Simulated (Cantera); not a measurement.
**Thermodynamics of silicon etching in halogen gases, feed Si + HCl**

Feed: 1 mol Si, 1.1 mol HCl, at 698.15 K and 6.50e-5 bar.

Equilibrium computed with Cantera from the NASA thermochemical tables; the gas is ideal and each condensed phase is pure. Candidate condensed phases: Si; 19 gas species. The tables' values for SiCl3 are old estimates; treat these amounts as uncertain. The numbers say what is thermodynamically allowed, not how fast it happens.

```yaml
x(H2): 0.660
x(SiCl4): 0.324
x(SiHCl3): 0.0117
x(HCl): 0.00364
x(SiCl3): 0.000117
x(SiH2Cl2): 2.75e-5
x(SiCl2): 1.42e-5
n(Si(s)): 0.723 mol
gas_amount: 0.8234 mol
```
